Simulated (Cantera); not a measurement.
**Thermodynamics of silicon epitaxy and polysilicon growth, feed SiCl₄ + Cl₂ + H₂**

Feed: 1 mol SiCl₄, 0.17 mol Cl₂, a varied amount of H₂, held at 800 K and 0.200 bar.

These are equilibrium values from Cantera (NASA tables, ideal gas, pure condensed phases), not measurements of a reactor. Candidate condensed phases: Si; 19 gas species. The numbers say what is thermodynamically allowed, not how fast it happens.

From 37 mol H₂ to 330 mol H₂ nothing is condensed. The main Si-bearing gas is SiCl₄ throughout.

```
n(H₂) (mol)   x H₂  x SiCl₄    x HCl  x SiHCl₃
-----------  -----  -------  -------  --------
37           0.963   0.0242   0.0109   0.00194
48           0.971   0.0185  0.00879   0.00184
61           0.977   0.0143  0.00725   0.00174
78           0.981   0.0110  0.00597   0.00163
99           0.985  0.00844  0.00496   0.00152
130          0.988  0.00622  0.00402   0.00138
160          0.990  0.00490  0.00344   0.00128
210          0.992  0.00357  0.00281   0.00114
260          0.994  0.00276  0.00240   0.00103
330          0.995  0.00206  0.00202  0.000921
```
x: gas mole fraction; nothing condenses.
